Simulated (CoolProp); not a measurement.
Vapour-liquid equilibrium of isohexane (1) + n-heptane (2) at 1020 kPa; x and y are mole fractions of (1).

Values from CoolProp's multi-fluid Helmholtz-energy mixture model, Lemmon 2006 and Span 2003; pair parameters Bell 2016.

Question: Give the bubble temperature and the first vapour's composition at x = 0.2, 0.725, 0.8. Is there an azeotrope?

Answer: x = 0.2: 464.6 K, y = 0.298; x = 0.725: 440.4 K, y = 0.827; x = 0.8: 437.3 K, y = 0.880. No azeotrope shows between x = 0.05 and 0.95.

Pair parameters are fitted to limited data, so mixtures are less certain than the pure fluids.
